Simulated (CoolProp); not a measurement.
Propylene along the isobar 2.52 MPa: density (kg/m³) from the reference equation and from simpler models built on Tc = 91.1 °C, pc = 4.555 MPa, ω = 0.146; each cubic takes its own stable root.

The numbers come from the reference Helmholtz-energy equation of state, Lemmon 2013 in CoolProp.

```json
[
 {"T (°C)": "80.05", "phase": "gas", "reference": "48.53", "ideal gas": "36.11", "van der Waals": "46.10", "Redlich-Kwong": "48.04", "Soave-Redlich-Kwong": "48.22"},
 {"T (°C)": "96.55", "phase": "gas", "reference": "43.66", "ideal gas": "?", "van der Waals": "42.44", "Redlich-Kwong": "43.56", "Soave-Redlich-Kwong": "43.50"},
 {"T (°C)": "113.05", "phase": "gas", "reference": "?", "ideal gas": "33.02", "van der Waals": "39.48", "Redlich-Kwong": "40.14", "Soave-Redlich-Kwong": "39.95"},
 {"T (°C)": "129.65", "phase": "gas", "reference": "37.23", "ideal gas": "31.66", "van der Waals": "?", "Redlich-Kwong": "37.36", "Soave-Redlich-Kwong": "37.11"},
 {"T (°C)": "146.15", "phase": "gas", "reference": "34.90", "ideal gas": "30.42", "van der Waals": "34.88", "Redlich-Kwong": "35.06", "Soave-Redlich-Kwong": "34.77"},
 {"T (°C)": "162.65", "phase": "gas", "reference": "32.93", "ideal gas": "29.27", "van der Waals": "33.04", "Redlich-Kwong": "33.10", "Soave-Redlich-Kwong": "32.79"},
 {"T (°C)": "179.15", "phase": "gas", "reference": "31.22", "ideal gas": "28.20", "van der Waals": "31.42", "Redlich-Kwong": "31.40", "Soave-Redlich-Kwong": "31.07"},
 {"T (°C)": "195.65", "phase": "gas", "reference": "29.73", "ideal gas": "27.21", "van der Waals": "29.97", "Redlich-Kwong": "29.90", "Soave-Redlich-Kwong": "29.57"}
]
```

Task: Complete the blanks.

Result: 
- 96.55, ideal gas: 34.50
- 113.05, reference: 40.08
- 129.65, van der Waals: 37.00
